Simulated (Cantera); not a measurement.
A perfectly stirred reactor is fed with CO : O2 : H2O : N2 = 0.0095 : 0.0033 : 0.00033 : 1 (molar parts), equivalence ratio 1.4, at 10.0 bar; it is held at 1425 K, and followed from long to short residence time.

Computed with Cantera and GRI-Mech 3.0 (53 species, 325 reactions).

**Question.** Predict: x(CO) at τ = 2.80 s; x(O2) at τ = 2.80 s; x(H2O) at τ = 2.80 s; x(H2) at τ = 2.80 s; x(N2O) at τ = 2.80 s; x(CO) at τ = 0.150 s; x(O2) at τ = 0.150 s; x(H2O) at τ = 0.150 s; x(H2) at τ = 0.150 s; x(N2O) at τ = 0.150 s.

**Answer.** 
| Quantity | Result |
|---|---|
| x(CO) at τ = 2.80 s | 0.00283 |
| x(O2) at τ = 2.80 s | 4.01e-6 |
| x(H2O) at τ = 2.80 s | 0.000275 |
| x(H2) at τ = 2.80 s | 4.91e-5 |
| x(N2O) at τ = 2.80 s | 3.72e-8 |
| x(CO) at τ = 0.150 s | 0.00288 |
| x(O2) at τ = 0.150 s | 2.58e-5 |
| x(H2O) at τ = 0.150 s | 0.000275 |
| x(H2) at τ = 0.150 s | 4.10e-5 |
| x(N2O) at τ = 0.150 s | 2.18e-7 |
